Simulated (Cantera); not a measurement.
A perfectly stirred reactor is fed with H2 : O2 : N2 = 0.58 : 1 : 2.7 (molar parts), equivalence ratio 0.29, at 368 Torr; it is held at 1350 K, and followed from long to short residence time.

Model: GRI-Mech 3.0 (53 species, 325 reactions), integrated in Cantera. The temperature is held fixed by assumption; the heat of reaction is taken as removed at once.

One state of this run: x H2 = 0.000382; x O2 = 0.178; x N2O = 5.11e-7; x NO = 6.02e-7; x NO2 = 3.14e-9; x H2O2 = 7.16e-7. x: mole fraction; the columns are a selection and need not sum to one.

Question: Which value of τ (s) does it belong to?
(A) 0.086
(B) 0.046
(C) 0.16
(D) 0.30

Answer: B, 0.046
